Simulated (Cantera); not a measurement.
Feed: 1 mol FeS₂, 11 mol H₂, equilibrated at 1973 K and 0.0133 bar.

Method: chemical equilibrium by Gibbs-energy minimisation in Cantera with the NASA 1993 tables (ideal gas, pure condensed phases). Candidate condensed phases: Fe, FeS, FeS₂, S; 8 gas species. The numbers say what is thermodynamically allowed, not how fast it happens.

### Question
What is the equilibrium state?

### Answer
- x(H₂): 0.869
- x(S₂): 0.0629
- x(Fe): 0.0201
- x(H₂S): 0.0160
- x(SH): 0.0157
- x(H): 0.0109
- x(S): 0.00577
- n(Fe(l)): 0.754 mol
- gas amount: 12.25 mol
- log10 activity of S(l) (absent): -3.10
